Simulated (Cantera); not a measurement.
Input (Python, Cantera):

```python
import numpy as np
import cantera as ct

gas = ct.Solution("gri30.yaml", transport_model="multicomponent")
show = ['H2O', 'OH', 'NH3']

rows = []
print(f"{'T/K':>7s}{'rho':>11s}{'cp':>10s}{'mu':>11s}{'lambda':>11s}{'Pr':>7s}" + "".join(f"{'D_' + s:>11s}" for s in show))
for T in [400, 500, 600, 700, 800, 900, 1000, 1100]:
    gas.TPX = T, 70000, {'NO': 0.18}
    Pr = gas.cp_mass * gas.viscosity / gas.thermal_conductivity
    D = [gas.mix_diff_coeffs_mole[gas.species_index(s)] for s in show]
    rows.append([gas.density, gas.cp_mass, gas.viscosity, gas.thermal_conductivity, Pr, *D])
    print(f"{T:7g}{gas.density:11.4e}{gas.cp_mass:10.1f}{gas.viscosity:11.4e}"
          f"{gas.thermal_conductivity:11.4e}{Pr:7.3f}" + "".join(f"{d:11.4e}" for d in D))
print("SI units: kg/m3, J/kg/K, Pa s, W/m/K, m2/s")
```

It prints:

```
    T/K        rho        cp         mu     lambda     Pr      D_H2O       D_OH      D_NH3
    400 6.3156e-01     998.6 2.3120e-05 3.2481e-02  0.711 5.6585e-05 7.4816e-05 5.4630e-05
    500 5.0524e-01    1016.2 2.7036e-05 3.8749e-02  0.709 8.6051e-05 1.0945e-04 8.2514e-05
    600 4.2104e-01    1040.9 3.0618e-05 4.5000e-02  0.708 1.2025e-04 1.4894e-04 1.1472e-04
    700 3.6089e-01    1067.4 3.3953e-05 5.1198e-02  0.708 1.5878e-04 1.9296e-04 1.5090e-04
    800 3.1578e-01    1092.2 3.7097e-05 5.7257e-02  0.708 2.0134e-04 2.4127e-04 1.9078e-04
    900 2.8069e-01    1113.9 4.0086e-05 6.3114e-02  0.707 2.4770e-04 2.9368e-04 2.3416e-04
   1000 2.5262e-01    1132.7 4.2948e-05 6.8778e-02  0.707 2.9765e-04 3.5001e-04 2.8087e-04
   1100 2.2966e-01    1146.6 4.5702e-05 7.4109e-02  0.707 3.5103e-04 4.1013e-04 3.3075e-04
SI units: kg/m3, J/kg/K, Pa s, W/m/K, m2/s
```

Detailed kinetics in Cantera: GRI-Mech 3.0 (53 species, 325 reactions). The composition is frozen, though it would react at the higher temperatures.
